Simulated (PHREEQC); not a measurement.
Solution (32 °C): 0.96 mol/kgw KCl and 4.8e-05 mol/kgw H4SiO4. Closed to the air; pH follows from the charge balance.

Equilibrium calculation in PHREEQC: Pitzer model, pitzer.dat.

Each row changes one thing in this solution. Precipitation was switched off in this run.

```csv
case,pH,H3SiO4- (mol/kgw),SI of Sylvite (KCl),SI of SiO2(a) (SiO2)
as made,6.73,1.03e-7,-1.44,-1.67
diluted 5-fold with water,6.86,1.93e-8,-2.69,-2.41
H4SiO4 from 4.8e-05 to 9.6e-05 mol/kgw,6.65,1.72e-7,-1.44,-1.37
H4SiO4 from 4.8e-05 to 9.6e-06 mol/kgw,6.82,2.56e-8,-1.44,-2.37
KCl from 0.96 to 1.44 mol/kgw,6.70,1.08e-7,-1.12,-1.65
H4SiO4 from 4.8e-05 to 5.28e-05 mol/kgw,6.72,1.11e-7,-1.44,-1.63
```
